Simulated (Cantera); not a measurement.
A Cantera script and what it prints.

```python
import numpy as np
import cantera as ct

gas_names = [...]  # 76 gases of nasa_gas.yaml made of C, H
cond_names = """
    C(gr) C6H6(L) C7H8(L) C8H18(L),n-octa
""".split()


# ... load() reads the species with a 1 bar reference pressure and builds the phases ...
atoms = {
    'C6H6': {'C': 6, 'H': 6},
    'H2': {'H': 2},
}
top_T = {'C(gr)': 4500}  # K; cautious upper limits of use, not melting points


# ... equilibrate(T, P, feed) seeds the gas with the atoms and calls Mixture.equilibrate('TP', solver="vcs", rtol=1e-11, max_steps=5000) ...
results = []
feed = {'C6H6': 1, 'H2': 0.68}  # mol
T = 1273.15  # K
P = 250000  # Pa
mix = equilibrate(T, P, feed)
results.append((T, P, feed, dict(zip(mix.species_names, mix.species_moles))))
x = sorted(zip(gas.X, gas.species_names), reverse=True)
print(f"T = {T:g} K  P = {P:g} Pa  gas = {mix.phase_moles(0):.4g} mol")
print("   x: " + "  ".join(f"{s} {v:.3e}" for v, s in x if v > 0.0001))
print("   condensed (mol): " + ("  ".join(f"{mix.phase(i).name} {mix.phase_moles(i):.4g}"
      for i in range(1, mix.n_phases) if mix.phase_moles(i) > 1e-12) or "none"))
```

Result:

```
T = 1273.15 K  P = 250000 Pa  gas = 3.599 mol
   x: H2 9.776e-01  CH4 2.242e-02
   condensed (mol): C(gr) 5.919
```

Method: chemical equilibrium by Gibbs-energy minimisation in Cantera with the NASA 1993 tables (ideal gas, pure condensed phases).
